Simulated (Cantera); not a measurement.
A closed system holds: 1 mol B2O3, 0.39 mol O2, 5.3 mol N2, held at 1975 K and 97.0 Pa.

Equilibrium computed with Cantera from the NASA thermochemical tables; the gas is ideal and each condensed phase is pure. Candidate condensed phases: B, BN, B2O3; 17 gas species. Equilibrium is a limit: real reactors are often held back by kinetics, nucleation or transport.

Base state: N2 0.783, B2O3 0.132, O2 0.0466, BO2 0.0308, O 0.00382, NO 0.00335, BO 0.000718 (mole fractions); condensed: gas only.

Question: What changes in the equilibrium state with this change: temperature from 1975 K to 2225 K?

Answer: 
```json
[
 {"species": "N2", "before": "0.783", "after": "0.763"},
 {"species": "B2O3", "before": "0.132", "after": "0.107"},
 {"species": "BO2", "before": "0.0308", "after": "0.0637"},
 {"species": "BO", "before": "0.000718", "after": "0.0117"},
 {"species": "O", "before": "0.00382", "after": "0.0181"},
 {"species": "O2", "before": "0.0466", "after": "0.0317"},
 {"species": "B2O2", "before": "3.42e-6", "after": "4.49e-5"},
 {"species": "NO", "before": "0.00335", "after": "0.00511"}
]
```
